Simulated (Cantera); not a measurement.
An isothermal, constant-pressure homogeneous reactor starts with 9.90 % NO, 90.1 % N2, at 1975 K and 0.276 atm.

Computed with Cantera and GRI-Mech 3.0 (53 species, 325 reactions).

x: mole fraction; the columns are a selection and need not sum to one.

| t (s) | x NO | x O | x N2O | x O2 | x N2 | x NO2 |
|---|---|---|---|---|---|---|
| 2.00e-5 | 0.0990 | 5.30e-8 | [?] | 1.97e-11 | 0.901 | 3.58e-10 |
| 5.40e-5 | 0.0990 | 1.43e-7 | [?] | 1.44e-10 | 0.901 | 2.50e-9 |
| 0.000146 | 0.0990 | 3.86e-7 | [?] | 1.05e-9 | 0.901 | 1.65e-8 |
| 0.000394 | 0.0990 | 1.06e-6 | [?] | 7.76e-9 | 0.901 | 9.44e-8 |
| 0.00106 | 0.0990 | 3.09e-6 | [?] | 6.17e-8 | 0.901 | 4.36e-7 |
| 0.00287 | 0.0990 | 9.65e-6 | [?] | 5.79e-7 | 0.901 | 1.66e-6 |
| 0.00775 | 0.0990 | 2.68e-5 | 4.49e-6 | 6.29e-6 | 0.901 | 4.84e-6 |
| 0.0209 | 0.0988 | 4.38e-5 | 4.49e-6 | 4.93e-5 | 0.901 | 7.89e-6 |
| 0.0565 | 0.0985 | 4.73e-5 | 4.45e-6 | 0.000201 | 0.901 | 8.50e-6 |
| 0.152 | 0.0977 | 5.19e-5 | 4.37e-6 | 0.000620 | 0.902 | 9.33e-6 |
| 0.412 | 0.0953 | 6.30e-5 | 4.15e-6 | 0.00180 | 0.903 | 1.12e-5 |
| 1.11 | 0.0886 | 8.71e-5 | [?] | 0.00517 | 0.906 | 1.47e-5 |
| 3.00 | 0.0701 | 0.000132 | [?] | 0.0144 | 0.915 | 1.79e-5 |

What belongs in the gaps?


- 2.00e-5, x N2O: 5.28e-8
- 5.40e-5, x N2O: 1.41e-7
- 0.000146, x N2O: 3.71e-7
- 0.000394, x N2O: 9.34e-7
- 0.00106, x N2O: 2.10e-6
- 0.00287, x N2O: 3.70e-6
- 1.11, x N2O: 3.55e-6
- 3.00, x N2O: 2.22e-6
